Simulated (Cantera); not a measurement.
Feed: 1 mol CF₄, a varied amount of H₂, 0.25 mol HCl, equilibrated at 2125 K and 1.00 bar.

Cantera equilibrium calculation (NASA polynomials, part measured and part estimated; ideal gas, pure solids and liquids). Candidate condensed phases: C, C₆H₆, C₇H₈, C₈H₁₈; 118 gas species. Gases not in the tables: C₂F₆ and larger saturated fluorocarbons. Kinetics and transport are ignored.

Problem. What share of the C ends up in condensed phases as a function of n(H₂) (mol), at 1.2, 1.5, 2, 2.6, 3.3, 4.3, 5.5, 7.1, 9.2, 12, 15?

Solution. 
| n(H₂) (mol) | C condensed (%) | as |
|---|---|---|
| 1.2 | 63.1 | C(graphite) |
| 1.5 | 78.2 | C(graphite) |
| 2 | 100.0 | C(graphite) |
| 2.6 | 99.8 | C(graphite) |
| 3.3 | 99.6 | C(graphite) |
| 4.3 | 99.2 | C(graphite) |
| 5.5 | 98.8 | C(graphite) |
| 7.1 | 98.2 | C(graphite) |
| 9.2 | 97.4 | C(graphite) |
| 12 | 96.4 | C(graphite) |
| 15 | 95.3 | C(graphite) |
